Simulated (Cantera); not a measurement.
A Cantera script and its output.

```python
import numpy as np
import cantera as ct

gas = ct.Solution("gri30.yaml")


def delay(T, t_max=10):
    gas.TPX = T, 101325, {'CO': 1, 'H2': 0.15, 'O2': 0.788, 'N2': 2.96}
    reactor = ct.IdealGasConstPressureReactor(gas, clone=False)
    net = ct.ReactorNet([reactor])
    net.rtol, net.atol = 1e-8, 1e-16
    while net.time < t_max:
        t_old, T_old = net.time, reactor.T
        net.step()
        if reactor.T > T + 400:  # ignition: a rise of 400 K
            return t_old + (T + 400 - T_old) / (reactor.T - T_old) * (net.time - t_old)
    return np.nan


taus = []
for T in [850, 925, 1000, 1075, 1150, 1225, 1300]:
    taus.append(delay(T))
    print(f"T0 = {T:6g} K   tau = {taus[-1]:.4e} s")
```

It prints:

```
T0 =    850 K   tau = 4.0298e-01 s
T0 =    925 K   tau = 1.0163e-02 s
T0 =   1000 K   tau = 5.9281e-04 s
T0 =   1075 K   tau = 2.4004e-04 s
T0 =   1150 K   tau = 1.4977e-04 s
T0 =   1225 K   tau = 1.1106e-04 s
T0 =   1300 K   tau = 9.0982e-05 s
```

Detailed kinetics in Cantera: GRI-Mech 3.0 (53 species, 325 reactions). Below about 950 K walls govern HO2 and H2O2 in real vessels. Where the delays flatten at high temperature, the 400 K rule measures the pace of heat release, not the induction time.
